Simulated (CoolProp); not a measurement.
The fluid at 298.15 K and 3.77 MPa (gas) is heated at constant pressure to 398.3 K. The same conditions are run with several fluids, on thermodynamics alone (safety and materials aside).

Model: reference Helmholtz-energy equation of state of each fluid (hydrogen chloride: Thol 2018; oxygen: Schmidt 1985; ethylene: Smukala 2000; dry air: Lemmon 2000; methane: Setzmann 1991), in CoolProp. Blends and air are pseudo-pure fits.

Rank hydrogen chloride, oxygen, ethylene, dry air, methane by heat (kJ/kg), highest first.

methane (253), ethylene (208), hydrogen chloride (117), dry air (105), oxygen (97.2)

```tsv
fluid	final density (kg/m³)
hydrogen chloride	45.7
oxygen	36.4
ethylene	34.8
dry air	32.7
methane	18.6
```

Above 300 K oxygen's equation is extrapolated.
